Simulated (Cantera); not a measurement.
An isothermal, constant-pressure homogeneous reactor starts with CH4 : H2O : H2 = 1 : 0.98 : 0.43 (molar parts), at 1823 K and 100000 Pa.

Cantera simulation using GRI-Mech 3.0 (53 species, 325 reactions); the numbers are that mechanism's predictions, not measurements.

Task: Predict: x(CH4) at 5.00 s; x(H2O) at 5.00 s; x(H2) at 5.00 s; x(HCO) at 5.00 s; x(C2H) at 5.00 s; x(CH2CO) at 5.00 s.

Result: 
- x(CH4) at 5.00 s = 0.00243 (gas-phase equilibrium 0.00132)
- x(H2O) at 5.00 s = 0.00654 (gas-phase equilibrium 1.39e-5)
- x(H2) at 5.00 s = 0.768 (gas-phase equilibrium 0.773)
- x(HCO) at 5.00 s = 4.62e-8 (gas-phase equilibrium 4.75e-8)
- x(C2H) at 5.00 s = 2.16e-8 (gas-phase equilibrium 7.62e-9)
- x(CH2CO) at 5.00 s = 1.76e-7 (gas-phase equilibrium 6.05e-8)
